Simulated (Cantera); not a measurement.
A closed system holds: 1 mol AlI3, 24 mol N2, held at 1898 K and 16.0 Pa.

Method: chemical equilibrium by Gibbs-energy minimisation in Cantera with the NASA 1993 tables (ideal gas, pure condensed phases). Candidate condensed phases: Al, AlI3, AlN, I2; 10 gas species. The numbers say what is thermodynamically allowed, not how fast it happens.

Base state: N2 0.872, I 0.0914, Al 0.0187, AlI 0.0176 (mole fractions); condensed: gas only.

**Question.** What changes in the equilibrium state with this change: N2 from 24 to 62 mol?

**Answer.** 
| species | before | after |
|---|---|---|
| N2 | 0.872 | 0.944 |
| I | 0.0914 | 0.0411 |
| Al | 0.0187 | 0.0107 |
| AlI | 0.0176 | 0.00453 |

**Question.** What changes in the equilibrium state with this change: pressure from 16.0 Pa to 8.30 mbar?

**Answer.** 
```json
[
 {"species": "N2", "before": "0.872", "after": "0.888"},
 {"species": "I", "before": "0.0914", "after": "0.0749"},
 {"species": "AlI", "before": "0.0176", "after": "0.0361"},
 {"species": "Al", "before": "0.0187", "after": "0.000903"}
]
```
